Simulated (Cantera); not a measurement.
CaCO₃ + H₂ (calcination and drying)

Feed: 1 mol CaCO₃, 0.16 mol H₂, at 1.58 Torr.

Cantera equilibrium calculation (NASA polynomials, part measured and part estimated; ideal gas, pure solids and liquids). Candidate condensed phases: C, C₆H₆, C₇H₈, C₈H₁₈, Ca, CaCO₃, CaO, Ca(OH)₂, H₂O; 115 gas species. The numbers say what is thermodynamically allowed, not how fast it happens.

```
T (K)  x CO₂   x CO  x H₂O     x H₂      x O₂      x OH       x H  n CaO(s)
-----  -----  -----  -----  -------  --------  --------  --------  --------
1100   0.743  0.119  0.119   0.0188    <1e-12   2.18e-9   7.74e-8      1.00
1250   0.738  0.125  0.125   0.0134  4.87e-11   1.17e-7   1.22e-6      1.00
1400   0.734  0.128  0.128   0.0102   1.52e-8   2.66e-6   1.07e-5      1.00
1550   0.732  0.130  0.130  0.00821   1.55e-6   3.31e-5   6.23e-5      1.00
1700   0.731  0.131  0.131  0.00687   6.97e-5  0.000262  0.000266     1.000
1850   0.724  0.135  0.130  0.00605   0.00159   0.00145  0.000914     1.000
2000   0.683  0.161  0.124  0.00642    0.0149   0.00550   0.00284     1.000
```
x: gas mole fraction; n: condensed amount in mol.

From 1100 K to 2000 K the condensed part is CaO(s).
